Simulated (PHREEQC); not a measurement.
Make-up at 25 °C: 0.13 mol ZnCl2, 0.054 mol Na2SO4 and 0.00011 mol FeSO4 per kg of water. Closed to the air; pH follows from the charge balance.

The numbers come from PHREEQC with the ion-association model, wateq4f.dat.

| quantity | before | after |
|---|---|---|
| pH | 5.07 | 4.82 |
| ionic strength (mol/kgw) | 0.405 | 0.405 |
| Zn+2 (mol/kgw) | 0.0865 | 0.0864 |
| ZnSO4 (mol/kgw) | 0.0233 | 0.0233 |
| SO4-2 (mol/kgw) | 0.0213 | 0.0213 |
| ZnCl+ (mol/kgw) | 0.0147 | 0.0147 |
| SI of Goslarite (ZnSO4:7H2O) | -2.03 | -2.03 |
| SI of Zincite(c) (ZnO) | -2.64 | -3.14 |

Q: Which change was made?
A. FeSO4 left out
B. Na2SO4 from 0.054 to 0.27 mol/kgw
C. FeSO4 from 0.00011 to 0.00055 mol/kgw
D. FeSO4 replaced by Al2(SO4)3 at the same molality

A: D, FeSO4 replaced by Al2(SO4)3 at the same molality

No solid was allowed to form. Some of these states are supersaturated (in Basaluminite, Gibbsite (slow to form), for instance).
